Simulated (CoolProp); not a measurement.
o-xylene along the isotherm 620 K: Z from the reference equation and from simpler models built on Tc = 630.3 K, pc = 3.737 MPa, ω = 0.312; each cubic takes its own stable root.

Model: reference Helmholtz-energy equation of state, Zhou 2012, in CoolProp.

```json
[
 {"p (MPa)": "2.87", "phase": "gas", "reference": "0.5813"},
 {"p (MPa)": "5.75", "phase": "liquid", "reference": "0.2307"},
 {"p (MPa)": "8.62", "phase": "liquid", "reference": "0.3230"},
 {"p (MPa)": "11.5", "phase": "liquid", "reference": "0.4137"},
 {"p (MPa)": "14.4", "phase": "liquid", "reference": "0.5028"},
 {"p (MPa)": "17.2", "phase": "liquid", "reference": "0.5871"},
 {"p (MPa)": "20.1", "phase": "liquid", "reference": "0.6728"},
 {"p (MPa)": "23", "phase": "liquid", "reference": "0.7571"},
 {"p (MPa)": "25.9", "phase": "liquid", "reference": "0.8402"},
 {"p (MPa)": "28.7", "phase": "liquid", "reference": "0.9194"},
 {"p (MPa)": "31.6", "phase": "liquid", "reference": "1.000"},
 {"p (MPa)": "34.5", "phase": "liquid", "reference": "1.081"},
 {"p (MPa)": "37.4", "phase": "liquid", "reference": "1.160"}
]
```

How far does each simpler model (van der Waals, Soave-Redlich-Kwong, Peng-Robinson) lie from the reference over these 13 states: mean and median of the absolute difference, and the worst?


- van der Waals: mean 42.7 %, median 43.7 %, worst +51.6 % at 620 K and 5.75 MPa
- Soave-Redlich-Kwong: mean 11.7 %, median 10.5 %, worst +20.9 % at 620 K and 5.75 MPa
- Peng-Robinson: mean 2.6 %, median 2.1 %, worst +8.5 % at 620 K and 5.75 MPa
